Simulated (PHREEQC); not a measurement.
A solution holds 5.3 mmol/kgw NaCl and 17 mmol/kgw NaHCO3, at 25 °C and 10 atm. Closed to the air; pH follows from the charge balance.

Equilibrium calculation in PHREEQC: Pitzer model, pitzer.dat.

### Question
The ionic strength comes out as 0.0225 mol/kgw. What activity coefficients do Cl-, CO3-2, OH-, Na+, HCO3- get?

### Answer
Cl- 0.86, CO3-2 0.51, OH- 0.86, Na+ 0.90, HCO3- 0.96. Single-ion values are on the MacInnes scale.

No solid was allowed to form.
